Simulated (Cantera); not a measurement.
An isothermal, constant-pressure homogeneous reactor starts with 0.289 % C₂H₆, 1.74 % O₂, 96.4 % N₂, 1.54 % CH₄, equivalence ratio 2.4, at 1148 K and 1.00 bar.

Computed with Cantera and GRI-Mech 3.0 (53 species, 325 reactions). The temperature is held fixed by assumption; the heat of reaction is taken as removed at once.

x: mole fraction; the columns are a selection and need not sum to one.

```
t (s)       x C₂H₆      x O₂     x NO₂    x C₂H₄      x NO    x CH₂O     x CO₂
--------  --------  --------  --------  --------  --------  --------  --------
0.000200   0.00289    0.0174    <1e-12   1.38e-8    <1e-12   1.65e-9    <1e-12
0.000590   0.00289    0.0174    <1e-12   1.37e-7    <1e-12   1.60e-8  6.20e-12
0.00174    0.00289    0.0174    <1e-12   1.33e-6    <1e-12   2.38e-7  1.85e-10
0.00514    0.00288    0.0173    <1e-12   1.47e-5    <1e-12   4.84e-6   6.39e-9
0.0152     0.00280    0.0173    <1e-12  0.000103    <1e-12   3.94e-5   8.01e-8
0.0447         [?]    0.0170    <1e-12       [?]    <1e-12       [?]       [?]
0.132     0.000467    0.0108  2.21e-12   0.00212  1.78e-11  0.000274  0.000176
0.389     0.000100   0.00207  2.17e-12  0.000907  1.54e-10   2.22e-5   0.00103
1.15           [?]       [?]    <1e-12       [?]  1.67e-10       [?]       [?]
3.39       7.65e-6  0.000117    <1e-12  0.000304  1.52e-10   7.40e-7   0.00152
10.0       2.76e-6   3.39e-5    <1e-12  0.000233  1.39e-10   1.92e-7   0.00162
```

Problem. Some entries are withheld; supply them.

Solution. 
- 0.0447, x C₂H₆: 0.00243
- 0.0447, x C₂H₄: 0.000514
- 0.0447, x CH₂O: 0.000182
- 0.0447, x CO₂: 8.37e-7
- 1.15, x C₂H₆: 2.47e-5
- 1.15, x O₂: 0.000428
- 1.15, x C₂H₄: 0.000464
- 1.15, x CH₂O: 3.29e-6
- 1.15, x CO₂: 0.00137
